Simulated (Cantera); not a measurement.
## Nitride etching: BN + F₂ + N₂

Feed: 1 mol BN, 15 mol F₂, 17 mol N₂, at 1048 K and 4.40 mbar.

Cantera equilibrium calculation (NASA polynomials, part measured and part estimated; ideal gas, pure solids and liquids). Candidate condensed phases: B, BN; 13 gas species. Kinetics and transport are ignored.

The x(F) comes out as 0.523 and the x(N₂) is 0.404. The x(F₂) is 0.0503, the x(BF₃) is 0.0231 and the x(NF₃) is 6.33e-6. The gas amount comes out as 43.32 mol. The log10 activity of B(s) (absent) is -52.01.
